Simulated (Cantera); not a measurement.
A Cantera script and what it prints.

```python
import numpy as np
import cantera as ct

gas_names = """
    CL CLO CL2 H HCL HOCL HO2 H2 H2O H2O2 O OH O2 O3
""".split()
cond_names = """
    H2O(s) H2O(L)
""".split()


# ... load() reads the species with a 1 bar reference pressure and builds the phases ...
atoms = {
    'HCl': {'H': 1, 'CL': 1},
    'O2': {'O': 2},
}
top_T = {}  # K; cautious upper limits of use, not melting points


# ... equilibrate(T, P, feed) seeds the gas with the atoms and calls Mixture.equilibrate('TP', solver="vcs", rtol=1e-11, max_steps=5000) ...
results = []
feed = {'HCl': 1, 'O2': 4.5}  # mol
P = 170  # Pa
for T in [773, 823, 873, 923, 973, 1023, 1073, 1123, 1173, 1223, 1273, 1323, 1373]:
    mix = equilibrate(T, P, feed)
    results.append((T, P, feed, dict(zip(mix.species_names, mix.species_moles))))

top = {s: max(r[3][s] / sum(r[3][g] for g in gas_names) for r in results) for s in gas_names}
cols = sorted((s for s in top if top[s] > 0.0001), key=lambda s: -top[s])[:8]
seen = [c for c in cond_names if any(r[3].get(c, 0) > 1e-12 for r in results)]
print("log10 of partial pressures in bar; condensed amounts in mol")
print(f"{'T/K':>10s}" + "".join(f"{s[:9]:>10s}" for s in cols + seen))
for T, P, feed, n in results:
    ng = sum(n[g] for g in gas_names)
    print(f"{T:10.4g}" + "".join(f"{np.log10(max(n[s] / ng * P / 1e5, 1e-99)):10.3f}" for s in cols)
          + "".join(f"{n.get(c, 0):10.4g}" for c in seen))
```

It prints:

```
log10 of partial pressures in bar; condensed amounts in mol
       T/K        O2       HCL       H2O       CL2        CL
       773    -2.858    -3.716    -4.214    -4.214    -7.418
       823    -2.858    -3.674    -4.293    -4.293    -6.950
       873    -2.858    -3.643    -4.368    -4.370    -6.539
       923    -2.858    -3.620    -4.440    -4.444    -6.174
       973    -2.858    -3.603    -4.505    -4.515    -5.848
      1023    -2.858    -3.591    -4.564    -4.586    -5.558
      1073    -2.858    -3.582    -4.613    -4.660    -5.298
      1123    -2.858    -3.576    -4.649    -4.741    -5.069
      1173    -2.859    -3.574    -4.669    -4.834    -4.868
      1223    -2.860    -3.575    -4.669    -4.945    -4.696
      1273    -2.861    -3.579    -4.648    -5.075    -4.551
      1323    -2.862    -3.587    -4.610    -5.223    -4.430
      1373    -2.864    -3.598    -4.560    -5.382    -4.329
```

Cantera equilibrium calculation (NASA polynomials, part measured and part estimated; ideal gas, pure solids and liquids).
